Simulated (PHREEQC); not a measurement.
**Polishing slurry liquid**

A solution holds 65 mmol/kgw K2CO3, 0.073 mmol/kgw Pb(NO3)2 and 0.14 mmol/kgw H3BO3, at 50 °C. Closed to the air; pH follows from the charge balance.

All values are PHREEQC results (ion-association model, phreeqc.dat), not measurements.

The pH is 10.83 and the ionic strength comes out as 0.190 mol/kgw. The specific conductance is 22400 µS/cm, the density is 0.996 g/cm³ and the total alkalinity comes out as 130 meq/kg.

| species | molality | activity | log γ |
|---|---|---|---|
| K+ | 0.130 | 0.0917 | -0.152 |
| CO3-2 | 0.0595 | 0.0179 | -0.522 |
| HCO3- | 0.00537 | 0.00397 | -0.131 |
| OH- | 0.00523 | 0.00366 | -0.154 |
| NO3- | 0.000146 | 0.000101 | -0.162 |
| H2BO3- | 0.000138 | 0.000102 | -0.132 |
| Pb(CO3)2-2 | 7.24e-5 | 2.15e-5 | -0.527 |
| H3BO3 | 1.66e-6 | 1.73e-6 | 0.019 |
| PbCO3 | 4.59e-7 | 4.80e-7 | 0.019 |
| CO2 | 1.10e-7 | 1.15e-7 | 0.019 |

No solid was allowed to form. Saturation is exceeded, for instance for Pb(OH)2; the values hold only as long as no solid forms. Complexes and solids missing from the database can't appear. Away from 25 °C the constants follow the database's enthalpies or fits; those with neither stay at their 25 °C values.
